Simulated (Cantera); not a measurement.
# Equilibrium for carbon deposition, reforming and gasification: C₂H₆ + O₂

Charge: 1 mol C₂H₆, 0.89 mol O₂, at 0.0100 bar.

Cantera equilibrium calculation (NASA polynomials, part measured and part estimated; ideal gas, pure solids and liquids). Candidate condensed phases: C, C₆H₆, C₇H₈, C₈H₁₈, H₂O; 110 gas species. Equilibrium is a limit: real reactors are often held back by kinetics, nucleation or transport.

| T (K) | x H₂ | x CO | x CO₂ | x H₂O | x CH₄ | n C(graphite) |
|---|---|---|---|---|---|---|
| 723 | 0.636 | 0.0916 | 0.131 | 0.119 | 0.0216 | 1.08 |
| 823 | 0.639 | 0.292 | 0.0408 | 0.0247 | 0.00381 | 0.496 |
| 923 | 0.628 | 0.364 | 0.00417 | 0.00353 | 0.000916 | 0.252 |
| 1023 | 0.627 | 0.371 | 0.000493 | 0.000637 | 0.000295 | 0.224 |
| 1123 | 0.627 | 0.372 | 8.36e-5 | 0.000154 | 0.000116 | 0.221 |
| 1223 | 0.628 | 0.372 | 1.91e-5 | 4.69e-5 | 5.25e-5 | 0.220 |
| 1323 | 0.628 | 0.372 | 5.48e-6 | 1.71e-5 | 2.68e-5 | 0.220 |
| 1423 | 0.628 | 0.372 | 1.89e-6 | 7.21e-6 | 1.50e-5 | 0.220 |
| 1523 | 0.627 | 0.372 | 7.53e-7 | 3.41e-6 | 9.07e-6 | 0.220 |
| 1623 | 0.627 | 0.372 | 3.39e-7 | 1.77e-6 | 5.83e-6 | 0.220 |
x: gas mole fraction; n: condensed amount in mol.

From 723 K to 1623 K the condensed part is C(graphite). The main C-bearing gas is CO₂ at 723 K and CO at 1623 K.
